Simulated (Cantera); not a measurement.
Input (Python, Cantera) and output of one run.

```python
import numpy as np
import cantera as ct

gas_names = """
    O2 Br2
""".split()
cond_names = """
    Ca(L) CaBr2(L) CaO(s)
""".split()


# ... load() reads the species with a 1 bar reference pressure and builds the phases ...
species = {s.name: s for s in load("nasa_gas.yaml", gas_names) + load("nasa_condensed.yaml", cond_names)}
T = 1300
g = {n: (s.thermo.h(T) - T * s.thermo.s(T)) / (ct.gas_constant * T * np.log(10)) for n, s in species.items()}
valid = cond_names  # the entries whose range holds T


def stable(la, lb):
    # potentials (over RT ln 10) of the two non-metals from log10 p(O2) and log10 p(Br2) in bar
    mu = {}
    mu["O"] = (g["O2"] + la) / 2
    mu["Br"] = (g["Br2"] + lb) / 2
    cost = {}
    for n in valid:
        c = species[n].composition
        cost[n] = (g[n] - sum(c.get(e, 0) * m for e, m in mu.items())) / c["Ca"]
    return min(cost, key=cost.get)


results = []
for lb in [1, -1.2, -3.4, -5.7, -7.9, -10.1, -12.3, -14.6, -16.8, -19]:
    row = [stable(la, lb) for la in [-17, -16.1, -15.1, -14.2, -13.2, -12.3, -11.3, -10.4, -9.4, -8.5, -7.6, -6.6, -5.7, -4.7, -3.8, -2.8, -1.9, -0.9, 0]]
    results.append(row)
    print(f"{lb:6.1f}  " + " ".join(f"{valid.index(n):x}" for n in row))
print("key: " + ", ".join(f"{i:x} {n}" for i, n in enumerate(valid)))
```

It prints:

```
   1.0  1 1 1 1 1 1 1 1 1 1 1 1 1 1 1 1 1 1 1
  -1.2  1 1 1 1 1 1 1 1 1 1 1 1 1 1 1 1 1 1 1
  -3.4  1 1 1 1 1 1 1 1 1 1 1 1 1 1 2 2 2 2 2
  -5.7  1 1 1 1 1 1 1 1 1 2 2 2 2 2 2 2 2 2 2
  -7.9  1 1 1 1 2 2 2 2 2 2 2 2 2 2 2 2 2 2 2
 -10.1  2 2 2 2 2 2 2 2 2 2 2 2 2 2 2 2 2 2 2
 -12.3  2 2 2 2 2 2 2 2 2 2 2 2 2 2 2 2 2 2 2
 -14.6  2 2 2 2 2 2 2 2 2 2 2 2 2 2 2 2 2 2 2
 -16.8  2 2 2 2 2 2 2 2 2 2 2 2 2 2 2 2 2 2 2
 -19.0  2 2 2 2 2 2 2 2 2 2 2 2 2 2 2 2 2 2 2
key: 0 Ca(L), 1 CaBr2(L), 2 CaO(s)
```

Source: NASA polynomial tables (part measured, part estimated), evaluated in Cantera. Not in the tables: oxide halides.
